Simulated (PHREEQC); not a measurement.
Consider water at 25 °C with 0.01 mol H3PO4, 0.00046 mol HF and 0.085 mol H3AsO4 per kg of water. Closed to the air; pH follows from the charge balance.

Equilibrium calculation in PHREEQC: ion-association model, wateq4f.dat.

This is a speciation only: nothing precipitates in the calculation.

Q: What pH does the model give?

A: pH 1.71.

Q: In which forms is F present?

A: HF 96 %, F- 3.8 % of the F.

H3PO4, which wateq4f.dat lacks, is added to it with the constant of phreeqc.dat.
